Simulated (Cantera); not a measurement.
An isothermal, constant-pressure homogeneous reactor starts with H2 : O2 : N2 = 1.2 : 1 : 8.2 (molar parts), at 873 K and 0.240 bar. Integrator tolerance rtol = 1e-08.

Model: the H2/O2 subset of GRI-Mech 3.0, which has no nitrogen chemistry, integrated in Cantera. Below about 950 K walls govern HO2 and H2O2 in real vessels. The temperature is held fixed by assumption; the heat of reaction is taken as removed at once.

What does this change do: pressure from 0.240 bar to 0.210 bar?


```
quantity                                             before                                     after
-----------------  ----------------------------------------  ----------------------------------------
x(H2) at 5.00 s    0.00462 (gas-phase equilibrium 1.43e-12)  0.00227 (gas-phase equilibrium 1.53e-12)
x(O2) at 5.00 s       0.0430 (gas-phase equilibrium 0.0408)     0.0419 (gas-phase equilibrium 0.0408)
x(H2O) at 5.00 s        0.117 (gas-phase equilibrium 0.122)       0.120 (gas-phase equilibrium 0.122)
x(H) at 5.00 s       9.66e-8 (gas-phase equilibrium <1e-12)    6.73e-8 (gas-phase equilibrium <1e-12)
x(OH) at 5.00 s     7.41e-8 (gas-phase equilibrium 7.06e-9)   9.19e-8 (gas-phase equilibrium 7.30e-9)
x(O) at 5.00 s       9.23e-8 (gas-phase equilibrium <1e-12)    1.00e-7 (gas-phase equilibrium <1e-12)
x(H2O2) at 5.00 s  5.88e-5 (gas-phase equilibrium 5.32e-12)  3.51e-5 (gas-phase equilibrium 4.98e-12)
```

What does this change do: pressure from 0.240 bar to 0.150 bar?


```json
[
 {"quantity": "x(H2) at 5.00 s", "before": "0.00462 (gas-phase equilibrium 1.43e-12)", "after": "0.000417 (gas-phase equilibrium 1.81e-12)"},
 {"quantity": "x(O2) at 5.00 s", "before": "0.0430 (gas-phase equilibrium 0.0408)", "after": "0.0410 (gas-phase equilibrium 0.0408)"},
 {"quantity": "x(H2O) at 5.00 s", "before": "0.117 (gas-phase equilibrium 0.122)", "after": "0.122 (gas-phase equilibrium 0.122)"},
 {"quantity": "x(H) at 5.00 s", "before": "9.66e-8 (gas-phase equilibrium <1e-12)", "after": "2.39e-8 (gas-phase equilibrium <1e-12)"},
 {"quantity": "x(OH) at 5.00 s", "before": "7.41e-8 (gas-phase equilibrium 7.06e-9)", "after": "1.33e-7 (gas-phase equilibrium 7.94e-9)"},
 {"quantity": "x(O) at 5.00 s", "before": "9.23e-8 (gas-phase equilibrium <1e-12)", "after": "8.10e-8 (gas-phase equilibrium <1e-12)"},
 {"quantity": "x(H2O2) at 5.00 s", "before": "5.88e-5 (gas-phase equilibrium 5.32e-12)", "after": "7.69e-6 (gas-phase equilibrium 4.21e-12)"}
]
```

What does this change do: temperature 873 to 1273 K?


```tsv
quantity	before	after
x(H2) at 5.00 s	0.00462 (gas-phase equilibrium 1.43e-12)	6.65e-8 (gas-phase equilibrium 6.63e-8)
x(O2) at 5.00 s	0.0430 (gas-phase equilibrium 0.0408)	0.0408 (gas-phase equilibrium 0.0408)
x(H2O) at 5.00 s	0.117 (gas-phase equilibrium 0.122)	0.122 (gas-phase equilibrium 0.122)
x(H) at 5.00 s	9.66e-8 (gas-phase equilibrium <1e-12)	3.79e-10 (gas-phase equilibrium 3.77e-10)
x(OH) at 5.00 s	7.41e-8 (gas-phase equilibrium 7.06e-9)	8.05e-6 (gas-phase equilibrium 8.03e-6)
x(O) at 5.00 s	9.23e-8 (gas-phase equilibrium <1e-12)	4.48e-8 (gas-phase equilibrium 4.46e-8)
x(H2O2) at 5.00 s	5.88e-5 (gas-phase equilibrium 5.32e-12)	5.40e-10 (gas-phase equilibrium 5.38e-10)
```
